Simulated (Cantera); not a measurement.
Gas-phase reforming

An isothermal, constant-pressure homogeneous reactor starts with CH4 : H2O = 1 : 3.3 (molar parts), at 1475 K and 0.829 atm.

Model: GRI-Mech 3.0 (53 species, 325 reactions), integrated in Cantera.

| t (s) | x CH4 | x H2O | x CO2 | x HO2 | x C2H | x O |
|---|---|---|---|---|---|---|
| 2.00e-5 | 0.233 | 0.767 | <1e-12 | <1e-12 | <1e-12 | <1e-12 |
| 6.32e-5 | 0.233 | 0.767 | <1e-12 | <1e-12 | <1e-12 | <1e-12 |
| 0.000200 | 0.233 | 0.767 | <1e-12 | <1e-12 | <1e-12 | 1.46e-12 |
| 0.000632 | 0.232 | 0.767 | <1e-12 | <1e-12 | <1e-12 | 4.12e-12 |
| 0.00200 | 0.232 | 0.767 | 8.39e-11 | <1e-12 | <1e-12 | 7.38e-12 |
| 0.00632 | 0.231 | 0.767 | 9.24e-9 | <1e-12 | 1.36e-12 | 1.46e-11 |
| 0.0200 | 0.225 | 0.765 | 6.00e-7 | <1e-12 | 3.97e-11 | 1.95e-11 |
| 0.0632 | 0.208 | 0.754 | 1.26e-5 | <1e-12 | 3.35e-10 | 1.43e-11 |
| 0.200 | 0.171 | 0.729 | 0.000159 | <1e-12 | 1.01e-9 | 8.09e-12 |
| 0.632 | 0.114 | 0.683 | 0.00163 | <1e-12 | 1.82e-9 | 4.64e-12 |
| 2.00 | 0.0636 | 0.614 | 0.00982 | <1e-12 | 2.16e-9 | 3.58e-12 |
| 6.32 | 0.0458 | 0.521 | 0.0247 | <1e-12 | 1.32e-9 | 3.45e-12 |
| 20.0 | 0.0343 | 0.430 | 0.0331 | <1e-12 | 4.44e-10 | 3.48e-12 |
| 63.2 | 0.0176 | 0.369 | 0.0342 | <1e-12 | 8.03e-11 | 3.37e-12 |
| 200 | 0.00540 | 0.342 | 0.0335 | <1e-12 | 6.26e-12 | 3.14e-12 |
x: mole fraction; the columns are a selection and need not sum to one.

Equilibrium at this temperature and pressure: CH4 2.07e-7, H2O 0.332, CO2 0.0330, HO2 <1e-12, C2H <1e-12, O 3.04e-12 (gas phase only).
